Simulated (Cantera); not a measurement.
Input (Python, Cantera):

```python
import numpy as np
import cantera as ct

gas = ct.Solution("SiF4_NH3_mec.yaml", "gas")
gas.TPX = 2025, 13332, {'NH3': 1, 'H2': 5}
inlet = ct.Reservoir(gas, clone=True)

reactor = ct.IdealGasConstPressureReactor(gas, energy="off", clone=False)
exhaust = ct.Reservoir(gas, clone=True)
tau = [21, 3.8, 0.67, 0.12, 0.021, 0.0038, 0.00068][0]
for a, b in ((inlet, reactor), (reactor, exhaust)):
    ct.MassFlowController(a, b, mdot=lambda t: reactor.mass / tau)
net = ct.ReactorNet([reactor])
show = ['NH3', 'H2', 'H', 'NH2', 'N']

rows = []
print(f"{'tau/s':>10s}{'T/K':>9s}" + "".join(f"{s:>11s}" for s in show))
for tau in [21, 3.8, 0.67, 0.12, 0.021, 0.0038, 0.00068]:
    net.initial_time = 0.0
    net.advance(30 * tau)
    before = gas.X
    net.advance(40 * tau)
    drift = np.max(np.abs(gas.X - before) / (gas.X + 1e-9))
    rows.append([gas.T, *gas[show].X, drift])
    print(f"{tau:10.3e}{gas.T:9.1f}" + "".join(f"{x:11.3e}" for x in gas[show].X))
```

Output:

```
     tau/s      T/K        NH3         H2          H        NH2          N
 2.100e+01   2025.0  1.226e-03  9.236e-01  4.458e-03  1.736e-05  1.260e-06
 3.800e+00   2025.0  6.878e-03  9.221e-01  2.608e-03  5.709e-05  1.414e-06
 6.700e-01   2025.0  4.061e-02  9.040e-01  1.324e-03  1.744e-04  1.138e-06
 1.200e-01   2025.0  1.083e-01  8.656e-01  9.003e-04  3.303e-04  1.061e-06
 2.100e-02   2025.0  1.528e-01  8.403e-01  7.580e-04  4.042e-04  9.638e-07
 3.800e-03   2025.0  1.645e-01  8.338e-01  6.306e-04  3.650e-04  6.153e-07
 6.800e-04   2025.0  1.664e-01  8.331e-01  2.601e-04  1.526e-04  4.521e-08
```

Cantera simulation using the gas-phase N/H chemistry of the illustrative SiF4/NH3 mechanism in the Surface Chemkin manual (1991); the numbers are that mechanism's predictions, not measurements. Walls and surfaces, which speed up NH3 decomposition in real reactors, are not modelled.
